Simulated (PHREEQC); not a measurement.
1 kg of water holding 29 mmol/kgw NaCl and 120 mmol/kgw NaHCO3 meets 20 L of dry gas (CO2 0.61, N2 0.39 by moles) at fixed total pressure, at 40 °C; fugacities by Peng-Robinson. The gases take part in no redox reaction, some water evaporates into the gas, and hydrates or a liquid gas phase aren't modelled. Nothing may precipitate in this run.

The numbers come from PHREEQC with the ion-association model, phreeqc.dat.

```tsv
P (atm)	dissolved CO2 (all carbonate carbon) (mol/kgw)	φ of CO2	p of CO2 (atm)
2	0.146	0.991	1.16
5	0.187	0.978	2.97
10	___	___	5.99
20	___	___	12.0
30	0.475	0.872	18.1
40	___	0.832	24.1
50	0.651	0.794	30.2
75	0.811	0.706	45.4
100	0.918	0.628	60.6
150	1.02	___	91.1
200	1.07	___	121
300	1.11	0.336	182
400	1.14	0.297	243
```

Problem. Some entries are withheld; supply them.

Solution. 
- 10, dissolved CO2 (all carbonate carbon) (mol/kgw): 0.251
- 10, φ of CO2: 0.956
- 20, dissolved CO2 (all carbonate carbon) (mol/kgw): 0.369
- 20, φ of CO2: 0.913
- 40, dissolved CO2 (all carbonate carbon) (mol/kgw): 0.569
- 150, φ of CO2: 0.504
- 200, φ of CO2: 0.422

At this temperature some constants are extrapolated from 25 °C, and those without enthalpy data are left unchanged.
